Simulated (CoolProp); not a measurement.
p-xylene along the isotherm 567.5 K: fugacity coefficient from the reference equation and from simpler models built on Tc = 616.2 K, pc = 3.532 MPa, ω = 0.324; each cubic takes its own stable root.

Model: reference Helmholtz-energy equation of state, Zhou 2012, in CoolProp.

| p (MPa) | phase | reference |
|---|---|---|
| 0.679 | gas | 0.9064 |
| 1.36 | gas | 0.8142 |
| 2.04 | liquid | 0.6908 |
| 2.72 | liquid | 0.5327 |
| 3.4 | liquid | 0.4380 |
| 4.07 | liquid | 0.3757 |
| 4.75 | liquid | 0.3307 |
| 5.43 | liquid | 0.2970 |
| 6.11 | liquid | 0.2710 |
| 6.79 | liquid | 0.2503 |
| 7.47 | liquid | 0.2335 |
| 8.15 | liquid | 0.2196 |
| 8.83 | liquid | 0.2079 |

Task: How far does each simpler model (van der Waals, Redlich-Kwong, Peng-Robinson) lie from the reference over these 13 states: mean and median of the absolute difference, and the worst?

Result: 
- van der Waals: mean 33.1 %, median 37.5 %, worst +50.7 % at 567.5 K and 8.83 MPa
- Redlich-Kwong: mean 15.0 %, median 17.1 %, worst +21.2 % at 567.5 K and 8.83 MPa
- Peng-Robinson: mean 2.2 %, median 2.5 %, worst +3.3 % at 567.5 K and 8.83 MPa

At some of these states van der Waals, Redlich-Kwong gives the other phase, because its saturation line lies elsewhere.
